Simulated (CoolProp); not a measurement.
The fluid at 364.78 K and 1.36 MPa (stagnation) flows isentropically through a choked orifice. The same conditions are run with several fluids, on thermodynamics alone (safety and materials aside).

Computed with CoolProp (reference Helmholtz-energy equation of state of each fluid (ammonia: Gao 2020; carbon dioxide: Span 1996; oxygen: Schmidt 1985; chlorine: Thol 2021; R125: Lemmon 2005)).

```tsv
fluid	throat to inlet pressure ratio	mass flux (kg/(m² s))	throat temperature (K)
ammonia	0.549	2210	(withheld)
carbon dioxide	(withheld)	(withheld)	320.1
oxygen	0.528	(withheld)	(withheld)
chlorine	0.544	(withheld)	(withheld)
R125	0.598	5540	347.7
```

Question: Some entries are withheld; supply them.

Answer: 
- ammonia, throat temperature (K): 318.3
- carbon dioxide, throat to inlet pressure ratio: 0.550
- carbon dioxide, mass flux (kg/(m² s)): 3490
- oxygen, mass flux (kg/(m² s)): 3030
- oxygen, throat temperature (K): 304.5
- chlorine, mass flux (kg/(m² s)): 4610
- chlorine, throat temperature (K): 313.4

Above 300 K oxygen's equation is extrapolated.
